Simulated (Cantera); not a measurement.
An isothermal, constant-pressure homogeneous reactor starts with NO : N2 = 1 : 0.13 (molar parts), at 2000 K and 0.0230 bar.

Cantera simulation using GRI-Mech 3.0 (53 species, 325 reactions); the numbers are that mechanism's predictions, not measurements. Radical loss at walls, strong at low pressure, is not modelled.

x: mole fraction; the columns are a selection and need not sum to one.

```tsv
t (s)	x NO	x N2	x NO2	x N2O	x O
2.00e-5	0.885	0.115	1.66e-10	4.18e-7	…
0.000120	0.885	0.115	5.97e-9	2.50e-6	…
0.000719	0.885	0.115	2.00e-7	1.47e-5	…
0.00431	0.885	0.115	4.91e-6	7.97e-5	…
0.0258	0.883	0.116	3.18e-5	0.000257	…
0.155	0.873	0.121	4.73e-5	0.000267	…
0.928	0.803	0.155	8.71e-5	0.000203	…
5.57	0.410	0.352	0.000111	4.04e-5	…
33.4	0.0226	0.545	8.44e-6	1.54e-7	0.00291
200	0.00927	0.552	3.49e-6	6.62e-8	0.00293
```

Fill in the missing entries.


- 2.00e-5, x O: 4.19e-7
- 0.000120, x O: 2.51e-6
- 0.000719, x O: 1.51e-5
- 0.00431, x O: 9.46e-5
- 0.0258, x O: 0.000525
- 0.155, x O: 0.000802
- 0.928, x O: 0.00116
- 5.57, x O: 0.00223
